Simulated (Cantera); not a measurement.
A Cantera script and what it prints.

```python
import numpy as np
import cantera as ct

gas_names = """
    Cs CsO CsOH Cs2 Cs2O Cs2O2H2 H HO2 H2 H2O H2O2 O OH O2 O3
""".split()
cond_names = """
    Cs(cr) Cs(L) CsOH(a) CsOH(b) CsOH(c) CsOH(L) H2O(s) H2O(L)
""".split()


# ... load() reads the species with a 1 bar reference pressure and builds the phases ...
atoms = {
    'CsOH': {'Cs': 1, 'O': 1, 'H': 1},
    'H2O': {'H': 2, 'O': 1},
}
top_T = {}  # K; cautious upper limits of use, not melting points


# ... equilibrate(T, P, feed) seeds the gas with the atoms and calls Mixture.equilibrate('TP', solver="vcs", rtol=1e-11, max_steps=5000) ...
results = []
T = 1275  # K
P = 390000  # Pa
for m in [0.056, 0.098, 0.17, 0.3, 0.53, 0.92, 1.6, 2.8, 5, 8.7]:
    feed = {'CsOH': 1, 'H2O': m}  # mol
    mix = equilibrate(T, P, feed)
    results.append((T, P, feed, dict(zip(mix.species_names, mix.species_moles))))

top = {s: max(r[3][s] / sum(r[3][g] for g in gas_names) for r in results) for s in gas_names}
cols = sorted((s for s in top if top[s] > 0.001), key=lambda s: -top[s])[:9]
seen = [c for c in cond_names if any(r[3].get(c, 0) > 1e-12 for r in results)]
print("log10 of partial pressures in bar; condensed amounts in mol")
print(f"{'n(H2O)':>10s}" + "".join(f"{s[:9]:>10s}" for s in cols + seen))
for T, P, feed, n in results:
    ng = sum(n[g] for g in gas_names)
    print(f"{feed['H2O']:10.4g}" + "".join(f"{np.log10(max(n[s] / ng * P / 1e5, 1e-99)):10.3f}" for s in cols)
          + "".join(f"{n.get(c, 0):10.4g}" for c in seen))
```

Output:

```
log10 of partial pressures in bar; condensed amounts in mol
    n(H2O)       H2O      CsOH   Cs2O2H2   CsOH(L)
     0.056     0.424     0.063    -1.067     0.972
     0.098     0.424     0.063    -1.067     0.951
      0.17     0.424     0.063    -1.067     0.915
       0.3     0.424     0.063    -1.067      0.85
      0.53     0.424     0.063    -1.067    0.7349
      0.92     0.424     0.063    -1.067    0.5399
       1.6     0.424     0.063    -1.067    0.1998
       2.8     0.465    -0.031    -1.257         0
         5     0.514    -0.217    -1.628         0
       8.7     0.545    -0.416    -2.025         0
```

Equilibrium computed with Cantera from the NASA thermochemical tables; the gas is ideal and each condensed phase is pure.
